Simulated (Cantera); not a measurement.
**Ignition delay**

Mixture: CH4 : O2 : N2 : H2O = 1 : 1.05 : 3.96 : 0.7 (molar parts), equivalence ratio 1.9, at 1.00 atm, adiabatic and at constant pressure. Ignition delay is the time to a rise of 400 K.

Detailed kinetics in Cantera: GRI-Mech 3.0 (53 species, 325 reactions).

```tsv
T0 (K)	delay (ms)
1225	60.3
1300	22.5
1375	8.80
1450	3.59
1525	1.54
1600	0.710
1675	0.354
1750	0.192
1825	0.112
```

The apparent activation energy between 1675 and 1825 K is 200 kJ/mol.
